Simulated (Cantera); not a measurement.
Feed: 1 mol SiCl₄, 17 mol N₂, 1.9 mol NH₃, held at 0.133 bar.

These are equilibrium values from Cantera (NASA tables, ideal gas, pure condensed phases), not measurements of a reactor. Candidate condensed phases: NH₄Cl, Si, Si₃N₄; 28 gas species. Rates play no part.

Which condensed phases are stable at each of these points (T (K)): 1075, 1150, 1225, 1300, 1375, 1450, 1525, 1600, 1675, 1750, 1825, 1900, 1975, 2050?


```tsv
T (K)	condensed phases	Si condensed (%)
1075	Si₃N₄(s)	74.1
1150	Si₃N₄(s)	75.9
1225	Si₃N₄(s)	77.2
1300	Si₃N₄(s)	77.8
1375	Si₃N₄(s)	77.0
1450	Si₃N₄(s)	73.2
1525	Si₃N₄(s)	64.2
1600	Si₃N₄(s)	48.8
1675	Si₃N₄(s)	28.7
1750	Si₃N₄(s)	7.4
1825	gas only	0.0
1900	gas only	0.0
1975	gas only	0.0
2050	gas only	0.0
```

From 1075 K to 1750 K the condensed part is Si₃N₄(s). From 1825 K to 2050 K nothing is condensed.
